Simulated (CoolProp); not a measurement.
A Linde-Hampson liquefier for carbon monoxide: isothermal reversible compression at 280 K from 1 atm to 40 MPa, throttling to 1 atm, return gas leaving the recuperator 2 K below the feed. Each further row changes one setting.

Values from CoolProp's reference Helmholtz-energy equation of state, Lemmon 2006. It is a short technical equation, of lower accuracy than the large ones.

```
case                        liquid yield per pass  compression work (kJ/kg of gas)
--------------------------  ---------------------  -------------------------------
as stated                                     [?]                              500
high pressure 80 MPa                          [?]                              [?]
warm-end temperature 310 K                    [?]                              [?]
warm-end gap 7 K                              [?]                              500
```

Question: Complete the blanks.

Answer: 
- as stated, liquid yield per pass: 0.124
- high pressure 80 MPa, liquid yield per pass: 0.083
- high pressure 80 MPa, compression work (kJ/kg of gas): 585
- warm-end temperature 310 K, liquid yield per pass: 0.091
- warm-end temperature 310 K, compression work (kJ/kg of gas): 559
- warm-end gap 7 K, liquid yield per pass: 0.113
